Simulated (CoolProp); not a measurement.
Saturated liquid density (kg/m³) of hexamethyldisiloxane (MM): the reference equation beside estimates from Tc = 518.7 K, pc = 1931 kPa, ω = 0.418. Rackett uses Z = 0.29056 − 0.08775 ω.

Model: reference Helmholtz-energy equation of state, Thol 2016, in CoolProp.

```csv
T (K),reference,Rackett,van der Waals,Redlich-Kwong,Soave-Redlich-Kwong,Peng-Robinson
281.1,777.3,857.6,465.2,688.7,719.6,809.7
286.1,772.1,851.9,462.5,684.1,715.8,805.6
291,767.0,846.3,459.8,679.5,711.9,801.5
295.9,761.9,840.7,457.0,674.9,707.9,797.3
300.8,756.7,834.9,454.2,670.1,703.9,793.0
305.8,751.4,829.1,451.4,665.2,699.7,788.5
310.7,746.2,823.2,448.5,660.3,695.4,783.9
315.6,740.9,817.4,445.6,655.3,691.0,779.3
320.5,735.6,811.4,442.6,650.2,686.6,774.5
325.5,730.1,805.3,439.6,644.9,681.9,769.5
330.4,724.8,799.2,436.6,639.6,677.2,764.4
335.3,719.3,793.1,433.5,634.2,672.4,759.2
```

Absolute difference from the reference over all 12 rows, mean and median: Rackett 10.3 and 10.3 %, van der Waals 39.9 and 39.9 %, Redlich-Kwong 11.5 and 11.5 %, Soave-Redlich-Kwong 6.9 and 6.8 %, Peng-Robinson 4.9 and 5.0 %.
